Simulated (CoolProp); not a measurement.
Vapour-liquid equilibrium of propylene (1) + R115 (2) at 187.6 K; x and y are mole fractions of (1).

The numbers come from the multi-fluid Helmholtz-energy mixture model, Lemmon 2013 and Lemmon 2016; pair parameters Bell 2016 in CoolProp.

```
x     bubble pressure (bar)  y at the bubble point  dew pressure at overall composition x (bar)  liquid density (mol/L)
----  ---------------------  ---------------------  -------------------------------------------  ----------------------
0.05                0.08291                  0.206                                      0.07201                   11.16
0.2                  0.1135                  0.496                                            ?                       ?
0.35                      ?                  0.609                                      0.09602                   12.21
0.5                  0.1366                  0.664                                       0.1140                   12.83
0.65                 0.1391                  0.700                                       0.1351                       ?
0.8                  0.1387                      ?                                       0.1361                   14.32
0.95                      ?                  0.889                                       0.1244                   15.24
```

Task: Fill in the missing entries.

Result: 
- 0.2, dew pressure at overall composition x (bar): 0.08241
- 0.2, liquid density (mol/L): 11.66
- 0.35, bubble pressure (bar): 0.1296
- 0.65, liquid density (mol/L): 13.52
- 0.8, y at the bubble point: 0.750
- 0.95, bubble pressure (bar): 0.1294

y crosses x between x = 0.65 and 0.8: the model has an azeotrope there.

Pair parameters are fitted to limited data, so mixtures are less certain than the pure fluids.
